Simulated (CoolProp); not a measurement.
A single-stage vapour-compression cycle with water: evaporating at 326.15 K (dew point), condensing at 368.15 K (bubble point), superheat 8 K, subcooling 8 K, compressor efficiency 0.6, no pressure losses. Each further row changes one setting.

Computed with CoolProp (reference Helmholtz-energy equation of state, Wagner 2002).

```tsv
case	cooling COP	pressure ratio	discharge temperature (K)	refrigerating effect (kJ/kg)	volumetric capacity (kJ/m³)
as stated	3.95	5.91	625.4	2250	209
evaporating temperature 331.15 K	4.66	4.66	588.1	2260	263
condensing temperature 363.15 K	4.57	4.90	589.9	2270	211
subcooling 13 K	3.99	5.91	625.4	2270	211
superheat 18 K	3.87	5.91	643.2	2270	205
compressor efficiency 0.5	3.29	5.91	680.7	2250	209
```
